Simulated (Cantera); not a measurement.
Cantera run, input and output.

```python
import numpy as np
import cantera as ct

gas = ct.Solution("gri30.yaml")
gas.TPX = 1250, 840000, {'H2': 1, 'O2': 1.09, 'N2': 4.09}
reactor = ct.IdealGasConstPressureReactor(gas, energy="on", clone=False)
net = ct.ReactorNet([reactor])
net.rtol, net.atol = 1e-08, 1e-16
show = ['H2', 'O2', 'N2O', 'NO', 'NO2', 'H2O', 'O']
times = np.geomspace(5e-06, 3, 10)

steps = ct.SolutionArray(gas, extra=["t"])
rows = []
print(f"{'t/s':>10s}{'T/K':>9s}{'P/Pa':>11s}" + "".join(f"{s:>11s}" for s in show))
for t in times:
    while net.time < t:
        t_next = net.step()
        steps.append(gas.state, t=t_next)
    rows.append([np.interp(t, steps.t, y) for y in (steps.T, steps.P, *steps(*show).X.T)])
    print(f"{t:10.3e}{rows[-1][0]:9.1f}{rows[-1][1]:11.4g}" + "".join(f"{x:11.3e}" for x in rows[-1][2:]))
rate = np.gradient(steps.T, steps.t)
print("integrator steps:", len(steps.t))
if steps.T.max() > steps.T[0] + 200:
    print(f"time of steepest temperature rise: {steps.t[rate.argmax()]:.4e} s")
gas.TPX = 1250, 840000, {'H2': 1, 'O2': 1.09, 'N2': 4.09}
gas.equilibrate("HP")
print(f"equilibrium (HP): T = {gas.T:.1f} K  " + "  ".join(f"{s} {gas[s].X[0]:.3e}" for s in show))
```

Result:

```
       t/s      T/K       P/Pa         H2         O2        N2O         NO        NO2        H2O          O
 5.000e-06   1250.2    8.4e+05  1.618e-01  1.763e-01  3.758e-11  2.151e-13  3.131e-16  3.401e-05  2.046e-06
 2.193e-05   2358.5    8.4e+05  6.773e-04  1.018e-01  2.176e-06  4.639e-05  1.062e-07  1.716e-01  9.558e-04
 9.616e-05   2363.0    8.4e+05  5.514e-04  1.020e-01  1.710e-06  9.497e-05  1.978e-07  1.721e-01  7.864e-04
 4.217e-04   2362.6    8.4e+05  5.504e-04  1.019e-01  1.708e-06  3.038e-04  6.336e-07  1.721e-01  7.842e-04
 1.849e-03   2360.8    8.4e+05  5.464e-04  1.015e-01  1.701e-06  1.186e-03  2.475e-06  1.721e-01  7.750e-04
 8.111e-03   2354.4    8.4e+05  5.321e-04  9.992e-02  1.686e-06  4.395e-03  9.171e-06  1.722e-01  7.421e-04
 3.557e-02   2343.2    8.4e+05  5.078e-04  9.721e-02  1.687e-06  9.979e-03  2.082e-05  1.724e-01  6.876e-04
 1.560e-01   2341.0    8.4e+05  5.032e-04  9.669e-02  1.691e-06  1.105e-02  2.305e-05  1.724e-01  6.775e-04
 6.841e-01   2341.0    8.4e+05  5.032e-04  9.669e-02  1.691e-06  1.105e-02  2.305e-05  1.724e-01  6.775e-04
 3.000e+00   2341.0    8.4e+05  5.032e-04  9.669e-02  1.691e-06  1.105e-02  2.305e-05  1.724e-01  6.775e-04
integrator steps: 1259
time of steepest temperature rise: 9.7646e-06 s
equilibrium (HP): T = 2341.0 K  H2 5.032e-04  O2 9.669e-02  N2O 1.691e-06  NO 1.105e-02  NO2 2.305e-05  H2O 1.724e-01  O 6.775e-04
```

Computed with Cantera and GRI-Mech 3.0 (53 species, 325 reactions). The hydrogen kinetics of GRI-Mech 3.0 are dated; newer H2 mechanisms differ, most at raised pressure.
